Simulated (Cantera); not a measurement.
Stirred combustor or abatement burner

A perfectly stirred reactor is fed with 20.1 % CH₃OH, 16.8 % O₂, 63.1 % N₂, at 4.54 atm; it is adiabatic with a 600 K inlet, and is followed from long to short residence time, starting on the burning branch (τ in s: 0.04, 0.014, 0.0046, 0.0016, 0.00053, 0.00018, 6.1e-05, 2.1e-05, 7e-06).

Model: GRI-Mech 3.0 (53 species, 325 reactions), integrated in Cantera. GRI-Mech 3.0 was tuned for natural gas; its chemistry of methanol as a main component is partial and can be far from experiment.

```json
[
 {"τ (s)": "0.040", "T (K)": "1999", "x CH₃OH": "3.22e-6", "x O₂": "6.35e-5", "x CH₄": "4.94e-5", "x HCN": "7.89e-7", "x CH₂": "5.97e-8"},
 {"τ (s)": "0.014", "T (K)": "1995", "x CH₃OH": "5.85e-6", "x O₂": "0.000115", "x CH₄": "4.73e-5", "x HCN": "1.26e-6", "x CH₂": "1.30e-7"},
 {"τ (s)": "0.0046", "T (K)": "1988", "x CH₃OH": "1.15e-5", "x O₂": "0.000225", "x CH₄": "6.11e-5", "x HCN": "2.73e-6", "x CH₂": "3.47e-7"},
 {"τ (s)": "0.0016", "T (K)": "1979", "x CH₃OH": "2.36e-5", "x O₂": "0.000457", "x CH₄": "9.88e-5", "x HCN": "6.19e-6", "x CH₂": "9.36e-7"},
 {"τ (s)": "0.00053", "T (K)": "1965", "x CH₃OH": "5.46e-5", "x O₂": "0.00104", "x CH₄": "0.000194", "x HCN": "1.27e-5", "x CH₂": "2.58e-6"},
 {"τ (s)": "0.00018", "T (K)": "1941", "x CH₃OH": "0.000140", "x O₂": "0.00257", "x CH₄": "0.000419", "x HCN": "1.76e-5", "x CH₂": "6.28e-6"},
 {"τ (s)": "6.1e-5", "T (K)": "1877", "x CH₃OH": "0.000466", "x O₂": "0.00765", "x CH₄": "0.00102", "x HCN": "1.10e-5", "x CH₂": "1.19e-5"},
 {"τ (s)": "2.1e-5", "T (K)": "600", "x CH₃OH": "0.201", "x O₂": "0.168", "x CH₄": "<1e-12", "x HCN": "<1e-12", "x CH₂": "<1e-12"},
 {"τ (s)": "7.0e-6", "T (K)": "600", "x CH₃OH": "0.201", "x O₂": "0.168", "x CH₄": "<1e-12", "x HCN": "<1e-12", "x CH₂": "<1e-12"}
]
```
x: mole fraction; the columns are a selection and need not sum to one.
